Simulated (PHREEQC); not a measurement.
Make-up at 87 °C: 0.0022 mol/kgw H2SO4 and 0.2 mol/kgw NaCl. Closed to the air; pH follows from the charge balance.

The numbers come from PHREEQC with the Pitzer model, pitzer.dat.

Problem. The ionic strength comes out as 0.205 mol/kgw. What activity coefficients do HSO4-, Cl-, SO4-2, H+, Na+ get?

Solution. HSO4- 0.69, Cl- 0.69, SO4-2 0.18, H+ 0.74, Na+ 0.72. Single-ion values are on the MacInnes scale.

No solid was allowed to form. Away from 25 °C the constants follow the database's enthalpies or fits; those with neither stay at their 25 °C values.
